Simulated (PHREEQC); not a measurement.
Make-up at 25 °C: 0.0033 mol NaCl, 0.16 mol KHSO4 and 0.0074 mol (CH3)4NCl per kg of water. Closed to the air; pH follows from the charge balance.

Equilibrium calculation in PHREEQC: ion-association model, phreeqc.dat.

| quantity | before | after |
|---|---|---|
| pH | 1.28 | 1.05 |
| Na+ (mol/kgw) | 0.00309 | 0.00303 |
| SI of Halite (NaCl) | -6.35 | -6.39 |

### Question
Which change was made?
A) KHSO4 from 0.16 to 0.32 mol/kgw
B) KHSO4 from 0.16 to 0.08 mol/kgw
C) KHSO4 left out
D) (CH3)4NCl from 0.0074 to 0.00814 mol/kgw
E) diluted 5-fold with water

### Answer
A, KHSO4 from 0.16 to 0.32 mol/kgw

Precipitation was switched off in this run. (CH3)4N+ isn't in the database: it is added as a free cation with an ion size of 4 Å.
